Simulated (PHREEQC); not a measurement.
1 kg of water holding 0.13 mol Na2CO3, 0.091 mol NaCl, 0.19 mol Na2SO4 and 0.0053 mol NaOH is evaporated at 25 °C; the solids stay in contact with the brine. The system is closed to CO2. Only these solids could form: Burkeite, Halite, Mirabilite, Nahcolite, Natron, Thenardite, Trona.

The numbers come from PHREEQC with the Pitzer model, pitzer.dat.

```csv
water left (kg),ionic strength,water activity,Burkeite (mol),Halite (mol),Mirabilite (mol),Natron (mol),Cl in solution (mol/kgw),pH
1,1.05,0.984,0,0,0,0,0.0910,11.61
0.8219,1.28,0.981,0,0,0,0,0.111,11.68
0.6755,1.56,0.978,0,0,0,0,0.135,11.74
0.5552,1.90,0.973,0,0,0,0,0.164,11.81
0.4563,2.31,0.968,0,0,0,0,0.199,11.89
0.3751,2.82,0.961,0,0,0,0,0.243,11.97
0.2534,4.17,0.943,0,0,0,0,0.359,12.14
0.2082,5.07,0.931,0,0,0,0,0.437,12.24
0.1712,6.17,0.915,0,0,0,0,0.532,12.34
0.1407,7.51,0.894,0,0,0,0,0.647,12.45
0.1148,9.08,0.866,0,0,0.00490,0,0.793,12.57
0.08643,10.6,0.832,0,0,0.0478,0,1.05,12.73
0.07098,11.3,0.810,0.0150,0,0.0396,0,1.28,12.83
0.06228,11.1,0.808,0.0371,0,0.0107,0,1.46,12.87
0.05278,10.8,0.803,0.0541,0,0,0,1.72,12.93
0.04338,10.5,0.795,0.0669,0,0,0,2.10,13.01
0.03567,10.2,0.783,0.0771,0,0,0,2.55,13.08
0.02932,10.0,0.765,0.0847,0,0,0,3.10,13.16
0.01981,10.8,0.713,0.0925,0.0109,0,0,4.04,13.36
0.0163,11.5,0.705,0.0933,0.0302,0,0,3.73,13.49
0.0134,12.4,0.694,0.0938,0.0462,0,0,3.35,13.63
0.01024,13.2,0.683,0.0943,0.0602,0,0.00431,3.01,13.80
0.006228,13.5,0.671,0.0946,0.0734,0,0.0157,2.82,14.07
0.003522,15.2,0.634,0.0949,0.0835,0,0.0218,2.14,14.46
```

Mirabilite from water left = 0.1148 kg (pH 12.57), last present at water left = 0.06228 kg; Burkeite from water left = 0.07098 kg (pH 12.83); Halite from water left = 0.01981 kg (pH 13.36); Natron from water left = 0.01024 kg (pH 13.80).

Complexes and solids missing from the database can't appear.
